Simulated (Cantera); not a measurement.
A perfectly stirred reactor is fed with CH₄ : CO₂ = 1 : 0.43 (molar parts), at 0.434 atm; it is held at 1725 K, and followed from long to short residence time.

Model: GRI-Mech 3.0 (53 species, 325 reactions), integrated in Cantera. GRI-Mech 3.0 stops at C3 and has no aromatics, soot or wall deposition, so with more carbon than oxygen in the feed, carbon stays in small species such as C2H2 where larger ones or solid carbon would form.

Question: What does this change do: temperature 1725 to 1825 K?

Answer: 
| quantity | before | after |
|---|---|---|
| x(CH₄) at τ = 13.0 s | 0.0127 | 0.00581 |
| x(CO₂) at τ = 13.0 s | 0.00172 | 0.000457 |
| x(CO) at τ = 13.0 s | 0.295 | 0.300 |
| x(CH₂) at τ = 13.0 s | 4.10e-8 | 1.04e-7 |
| x(O) at τ = 13.0 s | 2.26e-11 | 4.95e-11 |
| x(CH₄) at τ = 0.280 s | 0.0671 | 0.0307 |
| x(CO₂) at τ = 0.280 s | 0.0263 | 0.0108 |
| x(CO) at τ = 0.280 s | 0.204 | 0.249 |
| x(CH₂) at τ = 0.280 s | 2.44e-7 | 6.21e-7 |
| x(O) at τ = 0.280 s | 1.70e-10 | 8.43e-10 |

Question: What does this change do: temperature 1725 to 2173 K?

Answer: 
| quantity | before | after |
|---|---|---|
| x(CH₄) at τ = 13.0 s | 0.0127 | 0.000566 |
| x(CO₂) at τ = 13.0 s | 0.00172 | 8.23e-6 |
| x(CO) at τ = 13.0 s | 0.295 | 0.300 |
| x(CH₂) at τ = 13.0 s | 4.10e-8 | 1.38e-6 |
| x(O) at τ = 13.0 s | 2.26e-11 | 2.60e-10 |
| x(CH₄) at τ = 0.280 s | 0.0671 | 0.00298 |
| x(CO₂) at τ = 0.280 s | 0.0263 | 0.000372 |
| x(CO) at τ = 0.280 s | 0.204 | 0.298 |
| x(CH₂) at τ = 0.280 s | 2.44e-7 | 6.60e-6 |
| x(O) at τ = 0.280 s | 1.70e-10 | 1.06e-8 |

Question: What does this change do: temperature 1725 to 1650 K?

Answer: 
```json
[
 {"quantity": "x(CH₄) at τ = 13.0 s", "before": "0.0127", "after": "0.0239"},
 {"quantity": "x(CO₂) at τ = 13.0 s", "before": "0.00172", "after": "0.00468"},
 {"quantity": "x(CO) at τ = 13.0 s", "before": "0.295", "after": "0.283"},
 {"quantity": "x(CH₂) at τ = 13.0 s", "before": "4.10e-8", "after": "1.99e-8"},
 {"quantity": "x(O) at τ = 13.0 s", "before": "2.26e-11", "after": "1.02e-11"},
 {"quantity": "x(CH₄) at τ = 0.280 s", "before": "0.0671", "after": "0.132"},
 {"quantity": "x(CO₂) at τ = 0.280 s", "before": "0.0263", "after": "0.0570"},
 {"quantity": "x(CO) at τ = 0.280 s", "before": "0.204", "after": "0.161"},
 {"quantity": "x(CH₂) at τ = 0.280 s", "before": "2.44e-7", "after": "9.79e-8"},
 {"quantity": "x(O) at τ = 0.280 s", "before": "1.70e-10", "after": "3.55e-11"}
]
```
